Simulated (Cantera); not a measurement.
Feed: 1 mol trisilylamine, 22 mol N2, 0.7 mol H2.

Method: chemical equilibrium by Gibbs-energy minimisation in Cantera with the NASA 1993 tables (ideal gas, pure condensed phases). Candidate condensed phases: Si, Si3N4; 18 gas species. The feed counts by its element totals alone. The numbers say what is thermodynamically allowed, not how fast it happens.

Stable condensed phases, one row left out:

```
T in K \ P in Pa
              5     26    140    710   3700  19000 100000
   1925       A      B      B      B      B      C      C
   1825       B      B      B      B      C      C      C
   1725       B      B      B      C      C      C      C
   1525       B      C      C      C      C      C      C
   1425       C      C      C      C      C      C      C
   1325       C      C      C      C      C      C      C
   1225       C      C      C      C      C      C      C
   1125       C      C      C      C      C      C      C
   1025       C      C      C      C      C      C      C
    925       C      C      C      C      C      C      C
    825       C      C      C      C      C      C      C
    725       C      C      C      C      C      C      C
```

A: gas only; B: Si; C: Si3N4.

Problem. Give the row for 1625 K.

Solution. 5: Si; 26: Si; 140: Si3N4; 710: Si3N4; 3700: Si3N4; 19000: Si3N4; 100000: Si3N4.
